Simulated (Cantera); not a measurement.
Charge: 1 mol FeS, 1.6 mol SO₃, 0.87 mol N₂, 2.2 mol SO₂, at 0.480 bar.

Method: chemical equilibrium by Gibbs-energy minimisation in Cantera with the NASA 1993 tables (ideal gas, pure condensed phases). Candidate condensed phases: Fe, FeO, FeS, FeSO₄, FeS₂, Fe₂O₃, Fe₂(SO₄)₃, Fe₃O₄, S; 19 gas species. Mutual solubility and eutectic melting of coexisting phases are not modelled. FeS: taken at fixed stoichiometry. Gases not in the tables: S₃ to S₇. Kinetics and transport are ignored. All values below are at 1125 K.

Base state: SO₂ 0.789, N₂ 0.168, S₂ 0.0399, S₂O 0.00365, SO 0.000160 (mole fractions); condensed: FeS(s) + Fe₃O₄(s).

Q: What changes in the equilibrium state with this change: pressure from 0.480 bar to 5.70 bar?

A: 
```json
[
 {"species": "SO₂", "before": "0.789", "after": "0.802"},
 {"species": "N₂", "before": "0.168", "after": "0.168"},
 {"species": "S₂", "before": "0.0399", "after": "0.0247"},
 {"species": "S₂O", "before": "0.00365", "after": "0.00477"},
 {"species": "SO", "before": "0.000160", "after": "7.69e-5"},
 {"species": "FeS(s), mol", "before": "0.254", "after": "0.345"},
 {"species": "Fe₃O₄(s), mol", "before": "0.249", "after": "0.218"}
]
```
